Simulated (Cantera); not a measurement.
An isothermal, constant-pressure homogeneous reactor starts with CH4 : CO2 = 1 : 1.6 (molar parts), at 1575 K and 0.132 atm.

Computed with Cantera and GRI-Mech 3.0 (53 species, 325 reactions).

Predict: x(CH4) at 7.00 s; x(CO2) at 7.00 s; x(CH3) at 7.00 s; x(HCO) at 7.00 s.


| Quantity | Result |
|---|---|
| x(CH4) at 7.00 s | 0.0150 (gas-phase equilibrium 8.32e-9) |
| x(CO2) at 7.00 s | 0.102 (gas-phase equilibrium 0.0444) |
| x(CH3) at 7.00 s | 7.14e-5 (gas-phase equilibrium 3.28e-11) |
| x(HCO) at 7.00 s | 4.56e-9 (gas-phase equilibrium 5.69e-9) |
